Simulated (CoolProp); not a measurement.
n-undecane along the isotherm 620 K: fugacity coefficient from the reference equation and from simpler models built on Tc = 638.8 K, pc = 1.990 MPa, ω = 0.539; each cubic takes its own stable root.

The numbers come from the reference Helmholtz-energy equation of state, Aleksandrov 2011 in CoolProp. It is a short technical equation, of lower accuracy than the large ones.

```json
[
 {"p (MPa)": "2.49", "phase": "liquid", "reference": "___", "van der Waals": "0.5524", "Redlich-Kwong": "0.5075"},
 {"p (MPa)": "4.98", "phase": "liquid", "reference": "___", "van der Waals": "___", "Redlich-Kwong": "0.3148"},
 {"p (MPa)": "7.46", "phase": "liquid", "reference": "0.2079", "van der Waals": "0.3095", "Redlich-Kwong": "___"},
 {"p (MPa)": "9.95", "phase": "liquid", "reference": "___", "van der Waals": "0.2932", "Redlich-Kwong": "0.2291"},
 {"p (MPa)": "12.4", "phase": "liquid", "reference": "0.1694", "van der Waals": "0.2938", "Redlich-Kwong": "___"},
 {"p (MPa)": "14.9", "phase": "liquid", "reference": "___", "van der Waals": "0.3049", "Redlich-Kwong": "___"},
 {"p (MPa)": "17.4", "phase": "liquid", "reference": "0.1618", "van der Waals": "0.3239", "Redlich-Kwong": "0.2168"},
 {"p (MPa)": "19.9", "phase": "liquid", "reference": "0.1631", "van der Waals": "0.3500", "Redlich-Kwong": "0.2226"}
]
```

Question: Some entries are withheld; supply them.

Answer: 
- 2.49, reference: 0.4475
- 4.98, reference: 0.2654
- 4.98, van der Waals: 0.3626
- 7.46, Redlich-Kwong: 0.2548
- 9.95, reference: 0.1820
- 12.4, Redlich-Kwong: 0.2181
- 14.9, reference: 0.1634
- 14.9, Redlich-Kwong: 0.2149
